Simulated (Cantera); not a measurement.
Input (Python, Cantera) and output of one run.

```python
import numpy as np
import cantera as ct

gas_names = """
    Cu CuF CuF2 Cu2 F F2 H HF H2 H2F2 H3F3 H4F4 H5F5 H6F6 H7F7 N NF NF2 NF3 NH NH2 NH3 N2 N2H2 N2H4
""".split()
cond_names = """
    Cu(cr) Cu(L) CuF2(s) CuF2(L)
""".split()


# ... load() reads the species with a 1 bar reference pressure and builds the phases ...
atoms = {
    'Cu': {'Cu': 1},
    'HF': {'H': 1, 'F': 1},
    'N2': {'N': 2},
}
top_T = {}  # K; cautious upper limits of use, not melting points


# ... equilibrate(T, P, feed) seeds the gas with the atoms and calls Mixture.equilibrate('TP', solver="vcs", rtol=1e-11, max_steps=5000) ...
results = []
feed = {'Cu': 1, 'HF': 10, 'N2': 7.2}  # mol
T = 1100  # K
P = 4.4  # Pa
mix = equilibrate(T, P, feed)
results.append((T, P, feed, dict(zip(mix.species_names, mix.species_moles))))
x = sorted(zip(gas.X, gas.species_names), reverse=True)
print(f"T = {T:g} K  P = {P:g} Pa  gas = {mix.phase_moles(0):.4g} mol")
print("   x: " + "  ".join(f"{s} {v:.3e}" for v, s in x if v > 1e-06))
print("   condensed (mol): " + ("  ".join(f"{mix.phase(i).name} {mix.phase_moles(i):.4g}"
      for i in range(1, mix.n_phases) if mix.phase_moles(i) > 1e-12) or "none"))
```

Output:

```
T = 1100 K  P = 4.4 Pa  gas = 17.2 mol
   x: HF 5.813e-01  N2 4.186e-01  CuF 1.044e-04  H2 5.221e-05  Cu 1.353e-05
   condensed (mol): Cu(cr) 0.998
```

Cantera equilibrium calculation (NASA polynomials, part measured and part estimated; ideal gas, pure solids and liquids).
